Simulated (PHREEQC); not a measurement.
A solution holds 0.13 mol/kgw Sr(NO3)2, at 30 °C. Closed to the air; pH follows from the charge balance.

Equilibrium calculation in PHREEQC: ion-association model, phreeqc.dat.

No solid was allowed to form.

Task: Estimate the activity of water, density, specific conductance.

Result: activity of water 0.993; density 1.017 g/cm³; specific conductance 24500 µS/cm.
